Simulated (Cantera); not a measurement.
**Ammonia decomposition in nitride growth gas**

An isothermal, constant-pressure homogeneous reactor starts with NH3 : N2 = 1 : 6.2 (molar parts), at 1673 K and 0.0543 atm.

Detailed kinetics in Cantera: the gas-phase N/H chemistry of the illustrative SiF4/NH3 mechanism in the Surface Chemkin manual (1991). Walls and surfaces, which speed up NH3 decomposition in real reactors, are not modelled.

```json
[
 {"t (s)": "3.00e-6", "x NH3": "0.139", "x N2": "0.861", "x N2H2": "<1e-12", "x N": "<1e-12", "x H2": "3.87e-10"},
 {"t (s)": "1.45e-5", "x NH3": "0.139", "x N2": "0.861", "x N2H2": "<1e-12", "x N": "<1e-12", "x H2": "6.81e-9"},
 {"t (s)": "7.00e-5", "x NH3": "0.139", "x N2": "0.861", "x N2H2": "<1e-12", "x N": "<1e-12", "x H2": "6.51e-8"},
 {"t (s)": "0.000338", "x NH3": "0.139", "x N2": "0.861", "x N2H2": "6.26e-12", "x N": "<1e-12", "x H2": "3.66e-7"},
 {"t (s)": "0.00163", "x NH3": "0.139", "x N2": "0.861", "x N2H2": "2.34e-10", "x N": "<1e-12", "x H2": "1.82e-6"},
 {"t (s)": "0.00788", "x NH3": "0.139", "x N2": "0.861", "x N2H2": "6.73e-9", "x N": "2.34e-11", "x H2": "9.40e-6"},
 {"t (s)": "0.0381", "x NH3": "0.139", "x N2": "0.861", "x N2H2": "1.67e-7", "x N": "4.66e-10", "x H2": "0.000112"},
 {"t (s)": "0.184", "x NH3": "0.137", "x N2": "0.861", "x N2H2": "4.77e-7", "x N": "7.75e-9", "x H2": "0.00221"},
 {"t (s)": "0.888", "x NH3": "0.129", "x N2": "0.858", "x N2H2": "4.16e-7", "x N": "4.42e-8", "x H2": "0.0129"},
 {"t (s)": "4.29", "x NH3": "0.0996", "x N2": "0.849", "x N2H2": "2.57e-7", "x N": "9.37e-8", "x H2": "0.0517"},
 {"t (s)": "20.7", "x NH3": "0.0396", "x N2": "0.830", "x N2H2": "6.54e-8", "x N": "9.13e-8", "x H2": "0.131"},
 {"t (s)": "100", "x NH3": "0.00329", "x N2": "0.818", "x N2H2": "2.17e-9", "x N": "5.00e-8", "x H2": "0.179"}
]
```
x: mole fraction; the columns are a selection and need not sum to one.

Equilibrium at this temperature and pressure: NH3 1.49e-7, N2 0.817, N2H2 <1e-12, N 1.24e-11, H2 0.183 (gas phase only).
